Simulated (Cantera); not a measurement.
A closed system holds: 1 mol trisilylamine, 0.91 mol N2, 5.6 mol H2, 0.044 mol H2O, equilibrated at 15.0 mbar.

Equilibrium computed with Cantera from the NASA thermochemical tables; the gas is ideal and each condensed phase is pure. Candidate condensed phases: H2O, Si, SiO2, Si2N2O, Si3N4; 35 gas species. The feed counts by its element totals alone. Mutual solubility and eutectic melting of coexisting phases are not modelled. Gases not in the tables: Si2H6 and higher silanes. The numbers say what is thermodynamically allowed, not how fast it happens.

**Question.** Which condensed phases are stable at each of these points (T (K)): 1175, 1275, 1375, 1475, 1575, 1675, 1775, 1875, 1975?

**Answer.** 
```json
[
 {"T (K)": "1175", "condensed phases": "Si(s) + Si2N2O(s) + Si3N4(s)", "Si condensed (%)": "100.0"},
 {"T (K)": "1275", "condensed phases": "Si(s) + Si2N2O(s) + Si3N4(s)", "Si condensed (%)": "100.0"},
 {"T (K)": "1375", "condensed phases": "Si(s) + Si2N2O(s) + Si3N4(s)", "Si condensed (%)": "100.0"},
 {"T (K)": "1475", "condensed phases": "Si(s) + Si2N2O(s) + Si3N4(s)", "Si condensed (%)": "100.0"},
 {"T (K)": "1575", "condensed phases": "Si(s) + Si2N2O(s) + Si3N4(s)", "Si condensed (%)": "99.9"},
 {"T (K)": "1675", "condensed phases": "Si(s) + Si2N2O(s) + Si3N4(s)", "Si condensed (%)": "99.0"},
 {"T (K)": "1775", "condensed phases": "Si(l)", "Si condensed (%)": "98.5"},
 {"T (K)": "1875", "condensed phases": "Si(l)", "Si condensed (%)": "98.2"},
 {"T (K)": "1975", "condensed phases": "Si(l)", "Si condensed (%)": "97.5"}
]
```

From 1175 K to 1675 K the condensed part is Si(s) + Si2N2O(s) + Si3N4(s). From 1775 K to 1975 K the condensed part is Si(l).
